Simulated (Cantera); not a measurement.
Input: 1 mol CCl₄, 1.1 mol HCl, equilibrated at 2.30 mbar.

Method: chemical equilibrium by Gibbs-energy minimisation in Cantera with the NASA 1993 tables (ideal gas, pure condensed phases). Candidate condensed phases: C, C₆H₆, C₇H₈, C₈H₁₈; 91 gas species. The tables' values for CCl are old estimates; treat these amounts as uncertain. Rates play no part.

x: gas mole fraction; n: condensed amount in mol.

```tsv
T (K)	x Cl	x HCl	x H	x Cl₂	x C₃	n C(graphite)
1650	0.717	0.228	8.93e-7	0.0551	<1e-12	1.000
1800	0.768	0.219	1.21e-5	0.0136	4.98e-11	1.000
1950	0.780	0.216	0.000119	0.00380	3.40e-9	1.000
2100	0.783	0.215	___	___	___	1.000
2250	0.786	0.208	0.00460	0.000475	2.83e-6	1.000
2400	0.792	___	___	___	___	0.999
2550	0.803	0.139	0.0515	9.93e-5	0.000463	0.989
2700	0.810	0.0807	0.0973	5.17e-5	0.00383	0.919
2850	0.793	0.0371	0.132	2.71e-5	0.0251	0.455
```

Complete the blanks.


- 2400, x HCl: 0.186
- 2400, x H: 0.0185
- 2400, x Cl₂: 0.000206
- 2400, x C₃: 4.26e-5
- 2100, x H: 0.000851
- 2100, x Cl₂: 0.00125
- 2100, x C₃: 1.25e-7
